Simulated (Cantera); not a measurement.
An isothermal, constant-pressure homogeneous reactor starts with C2H6 : N2 = 1 : 92 (molar parts), at 1350 K and 6.75 Torr.

Computed with Cantera and GRI-Mech 3.0 (53 species, 325 reactions). GRI-Mech 3.0 stops at C3 and has no aromatics, soot or wall deposition, so with more carbon than oxygen in the feed, carbon stays in small species such as C2H2 where larger ones or solid carbon would form. Radical loss at walls, strong at low pressure, is not modelled.

x: mole fraction; the columns are a selection and need not sum to one.

| t (s) | x C2H6 | x HCN | x CH4 | x H | x H2 | x C2H |
|---|---|---|---|---|---|---|
| 0.000400 | 0.0107 | <1e-12 | 1.52e-7 | 4.60e-8 | 2.96e-8 | <1e-12 |
| 0.00181 | 0.0107 | 1.21e-12 | 3.06e-6 | 1.33e-6 | 4.01e-6 | <1e-12 |
| 0.00818 | 0.0101 | 1.12e-8 | 5.77e-5 | 1.84e-5 | 0.000321 | 2.34e-11 |
| 0.0370 | [?] | [?] | [?] | [?] | [?] | [?] |
| 0.167 | 0.000137 | 5.18e-7 | 0.00237 | 4.41e-5 | 0.0123 | 1.02e-8 |
| 0.757 | 3.13e-6 | 5.55e-7 | 0.00237 | 1.04e-5 | 0.0157 | 3.32e-9 |
| 3.42 | 4.70e-7 | 5.57e-7 | 0.00234 | 3.76e-6 | 0.0171 | 1.31e-9 |
| 15.5 | 1.63e-7 | 5.57e-7 | 0.00231 | 2.16e-6 | 0.0176 | 7.67e-10 |
| 70.0 | [?] | 5.59e-7 | 0.00223 | 2.06e-6 | 0.0177 | 7.33e-10 |

**Question.** Fill in the missing entries.

**Answer.** 
- 0.0370, x C2H6: 0.00536
- 0.0370, x HCN: 2.01e-7
- 0.0370, x CH4: 0.000836
- 0.0370, x H: 4.96e-5
- 0.0370, x H2: 0.00435
- 0.0370, x C2H: 2.30e-9
- 70.0, x C2H6: 1.38e-7
